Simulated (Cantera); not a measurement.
Premixed flame

A freely propagating, adiabatic, planar premixed flame of H2 : O2 : N2 = 1 : 0.357 : 1.61 (molar parts), equivalence ratio 1.4, unburnt at 450 K and 0.227 atm; mixture-averaged transport, grid criteria slope 0.08 and curve 0.16, no radiation.

Computed with Cantera and the H2/O2 subset of GRI-Mech 3.0, which has no nitrogen chemistry. Burning velocities carry a grid error of a few per cent, more on coarse grids.

```
z (mm)  T (K)  u (m/s)    x H2     x O2      x OH       x O    x HO2   x H2O2
------  -----  -------  ------  -------  --------  --------  -------  -------
-8.78     450     4.03   0.337    0.120     <1e-8     <1e-8    <1e-8    <1e-8
-5.85     450     4.03   0.337    0.120     <1e-8     <1e-8    <1e-8    <1e-8
-4.39     450     4.03   0.337    0.120     <1e-8     <1e-8    <1e-8    <1e-8
-2.93     450     4.03   0.337    0.120     <1e-8     <1e-8  3.88e-8    <1e-8
-1.46     457     4.08   0.335    0.120   2.28e-5   2.98e-6  9.02e-5  2.21e-6
-0.732    649     5.69   0.308    0.116  0.000521  0.000144  6.64e-5  9.76e-6
0        1074     9.13   0.194   0.0767   0.00194   0.00418  2.14e-5  6.63e-7
0.732    1355     11.4  0.0949   0.0190   0.00502   0.00695  4.93e-6  7.16e-7
1.46     1468     12.3  0.0827  0.00892   0.00635   0.00617  2.11e-6  5.97e-7
2.93     1588     13.2  0.0866  0.00678   0.00760   0.00548  1.41e-6  4.16e-7
5.85     1720     14.1  0.0916  0.00520   0.00851   0.00444  9.63e-7  2.37e-7
11.7     1853     15.1  0.0957  0.00359   0.00870   0.00316  6.17e-7  1.23e-7
23.4     1975     15.9  0.0990  0.00215   0.00795   0.00193  3.69e-7  6.27e-8
```
x: mole fraction of selected species; z is measured from the peak of heat release.

```yaml
laminar_burning_velocity: 403 cm/s
thermal_thickness: 2.93 mm
peak x(OH): 0.00874
peak x(O): 0.00709
peak x(HO2): 0.000123
peak x(H2O2): 1.21e-5
```
